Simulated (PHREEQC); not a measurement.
KOH is added in steps, without added water, to 1 kg of water holding 13 mmol/kgw H2SeO4, 0.64 mmol/kgw CsCl, 110 mmol/kgw NaHF2 and 0.27 mmol/kgw NaBr, at 20 °C. Oxygen alone is held at its pressure in air (log pO2 = -0.68). No CO2 enters from the air. Nothing may precipitate in this run.

Base run: PHREEQC, ion-association model, wateq4f.dat. Each further column changes one thing. The table gives pH.

| KOH added (mol) | base | Debye-Hückel limiting law | all activity coefficients set to 1 | metal-ligand complexes left out | Davies equation for every ion |
|---|---|---|---|---|---|
| 0 | 2.92 | 2.89 | 3.04 | 2.93 | 2.94 |
| 0.0225 | 3.10 | 3.06 | 3.24 | 3.12 | 3.12 |
| 0.04125 | 3.26 | 3.21 | 3.40 | 3.27 | 3.27 |
| 0.06375 | 3.46 | 3.40 | 3.60 | 3.47 | 3.48 |
| 0.08625 | 3.69 | 3.63 | 3.84 | 3.71 | 3.72 |
| 0.1087 | 4.03 | 3.96 | 4.18 | 4.04 | 4.05 |
| 0.1275 | 4.59 | 4.52 | 4.75 | 4.61 | 4.62 |
| 0.15 | 12.15 | 12.05 | 12.32 | 12.15 | 12.19 |

wateq4f.dat counts part of the HF as a dimer, H2F2, which phreeqc.dat doesn't know; its constant is uncertain.
